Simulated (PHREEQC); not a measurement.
## Copper plating or etch bath (model solution)

Solution (60 °C): 0.014 mol/kgw Cu(NO3)2, 0.0018 mol/kgw H2SO4 and 0.038 mol/kgw FeCl3. Closed to the air; pH follows from the charge balance.

Equilibrium calculation in PHREEQC: ion-association model, wateq4f.dat.

Each row changes one thing in this solution. This is a speciation only: nothing precipitates in the calculation.

| case | pH | ionic strength (mol/kgw) | Cl- (mol/kgw) | FeCl+2 (mol/kgw) | FeOH+2 (mol/kgw) | Fe+3 (mol/kgw) | SI of Goethite (FeOOH) | SI of Hematite (Fe2O3) |
|---|---|---|---|---|---|---|---|---|
| as made | 1.82 | 0.200 | 0.0949 | 0.0141 | 0.00701 | 0.00624 | +4.43 | +11.01 |
| Cu(NO3)2 from 0.014 to 0.0126 mol/kgw | 1.82 | 0.196 | 0.0951 | 0.0141 | 0.00700 | 0.00622 | +4.43 | +11.02 |
| 0.0011 mol/kgw NaOH added | 1.83 | 0.200 | 0.0951 | 0.0138 | 0.00711 | 0.00611 | +4.46 | +11.08 |
| diluted 100-fold with water | 3.21 | 0.00176 | 0.00114 | 1.95e-7 | 0.000148 | 2.77e-6 | +6.02 | +14.19 |
| Cu(NO3)2 from 0.014 to 0.14 mol/kgw | 1.82 | 0.540 | 0.0761 | 0.0122 | 0.00853 | 0.00803 | +4.36 | +10.87 |
| Cu(NO3)2 left out | 1.82 | 0.163 | 0.0980 | 0.0146 | 0.00700 | 0.00602 | +4.47 | +11.10 |

Some of these states are supersaturated (in Hematite (slow to form), Goethite (slow to form), for instance). Constants without temperature data keep their 25 °C values here.
